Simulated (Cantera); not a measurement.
What does this Cantera script print?

```python
import numpy as np
import cantera as ct

gas = ct.Solution("gri30.yaml")
gas.TPX = 700, 75000, {'C3H8': 1, 'O2': 5.21, 'N2': 19.6}
inlet = ct.Reservoir(gas, clone=True)
gas.equilibrate("HP")  # start burning
reactor = ct.IdealGasConstPressureReactor(gas, energy="on", clone=False)
exhaust = ct.Reservoir(gas, clone=True)
tau = [0.32, 0.089, 0.025, 0.0069, 0.0019, 0.00053, 0.00015, 4.1e-05, 1.2e-05][0]
for a, b in ((inlet, reactor), (reactor, exhaust)):
    ct.MassFlowController(a, b, mdot=lambda t: reactor.mass / tau)
net = ct.ReactorNet([reactor])
show = ['C3H8', 'O2', 'CH2O', 'CO2', 'CO']

rows = []
print(f"{'tau/s':>10s}{'T/K':>9s}" + "".join(f"{s:>11s}" for s in show))
for tau in [0.32, 0.089, 0.025, 0.0069, 0.0019, 0.00053, 0.00015, 4.1e-05, 1.2e-05]:
    net.initial_time = 0.0
    net.advance(30 * tau)
    before = gas.X
    net.advance(40 * tau)
    drift = np.max(np.abs(gas.X - before) / (gas.X + 1e-9))
    rows.append([gas.T, *gas[show].X, drift])
    print(f"{tau:10.3e}{gas.T:9.1f}" + "".join(f"{x:11.3e}" for x in gas[show].X))
```

Output:

```
     tau/s      T/K       C3H8         O2       CH2O        CO2         CO
 3.200e-01   2411.0  3.280e-08  1.566e-02  8.182e-08  9.034e-02  1.977e-02
 8.900e-02   2404.2  1.146e-07  1.641e-02  2.823e-07  8.961e-02  2.041e-02
 2.500e-02   2381.4  3.795e-07  1.814e-02  9.005e-07  8.745e-02  2.236e-02
 6.900e-03   2324.0  1.185e-06  2.122e-02  2.624e-06  8.265e-02  2.663e-02
 1.900e-03   2233.9  3.551e-06  2.507e-02  7.289e-06  7.611e-02  3.235e-02
 5.300e-04   2136.5  1.106e-05  2.907e-02  2.114e-05  6.950e-02  3.801e-02
 1.500e-04   2043.6  3.984e-05  3.464e-02  6.940e-05  6.092e-02  4.535e-02
 4.100e-05   1828.9  3.600e-04  5.865e-02  3.968e-04  3.211e-02  6.756e-02
 1.200e-05    700.0  3.874e-02  2.019e-01  2.047e-17  1.946e-16  4.576e-16
```

Model: GRI-Mech 3.0 (53 species, 325 reactions), integrated in Cantera. GRI-Mech 3.0 was tuned for natural gas; its chemistry of propane as a main component is partial and can be far from experiment.
